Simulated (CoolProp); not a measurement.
Vapour-liquid equilibrium of ethane (1) + C2F6 (R116) (2) at 1.13 MPa; x and y are mole fractions of (1).

Model: multi-fluid Helmholtz-energy mixture model, Bücker 2006 and Lemmon 2006; pair parameters Bell 2016, in CoolProp.

| x | bubble temperature, mixture model (K) | bubble temperature, Raoult's law (K) | y, mixture model | y, Raoult's law |
|---|---|---|---|---|
| 0.05 | 252.8 | 255.1 | [?] | 0.066 |
| 0.2 | 245.7 | 253.4 | [?] | 0.253 |
| 0.35 | 241.4 | 251.7 | 0.506 | 0.423 |
| 0.5 | [?] | 250.1 | 0.596 | 0.578 |
| 0.65 | 238.8 | 248.6 | 0.661 | 0.718 |
| 0.8 | [?] | 247.1 | [?] | 0.847 |
| 0.95 | [?] | 245.6 | 0.896 | 0.963 |

Complete the blanks.


- 0.05, y, mixture model: 0.106
- 0.2, y, mixture model: 0.356
- 0.5, bubble temperature, mixture model (K): 239.5
- 0.8, bubble temperature, mixture model (K): 239.3
- 0.8, y, mixture model: 0.738
- 0.95, bubble temperature, mixture model (K): 242.5

The largest gap from Raoult's law is -10.6 K in bubble temperature, at x = 0.5. y crosses x between x = 0.65 and 0.8: the model has an azeotrope there.

The pair parameters rest on a limited set of measurements; away from them the model extrapolates.
